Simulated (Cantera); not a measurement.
## Calcination and drying: Ca(OH)2 + CO2

Input: 1 mol Ca(OH)2, 7 mol CO2, held at 0.270 bar.

These are equilibrium values from Cantera (NASA tables, ideal gas, pure condensed phases), not measurements of a reactor. Candidate condensed phases: C, C6H6, C7H8, C8H18, Ca, CaCO3, CaO, Ca(OH)2, H2O; 115 gas species. Equilibrium is a limit: real reactors are often held back by kinetics, nucleation or transport.

From 600 K to 1050 K the condensed part is CaCO3(calcite). At 1100 K the condensed part is CaO(s).

| T (K) | log p CO2 | log p H2O | log p CO | log p O2 | log p H2 | n CaCO3(calcite) | n CaO(s) |
|---|---|---|---|---|---|---|---|
| 600 | -0.64 | -1.41 | <-12 | <-12 | <-12 | 1.00 | 0 |
| 650 | -0.64 | -1.41 | <-12 | -12.38 | -12.22 | 1.00 | 0 |
| 700 | -0.64 | -1.41 | -11.50 | -11.39 | -11.30 | 1.00 | 0 |
| 750 | -0.64 | -1.41 | -10.52 | -10.52 | -10.51 | 1.00 | 0 |
| 800 | -0.64 | -1.41 | -9.67 | -9.75 | -9.83 | 1.00 | 0 |
| 850 | -0.64 | -1.41 | -8.93 | -9.06 | -9.22 | 1.00 | 0 |
| 900 | -0.64 | -1.41 | -8.27 | -8.44 | -8.69 | 1.00 | 0 |
| 950 | -0.64 | -1.41 | -7.69 | -7.88 | -8.21 | 1.00 | 0 |
| 1000 | -0.64 | -1.41 | -7.16 | -7.38 | -7.78 | 1.00 | 0 |
| 1050 | -0.64 | -1.41 | -6.69 | -6.92 | -7.40 | 1.00 | 0 |
| 1100 | -0.63 | -1.47 | -6.25 | -6.50 | -7.10 | 0 | 1.00 |
log p: log10 of the partial pressure in bar; n: condensed amount in mol.
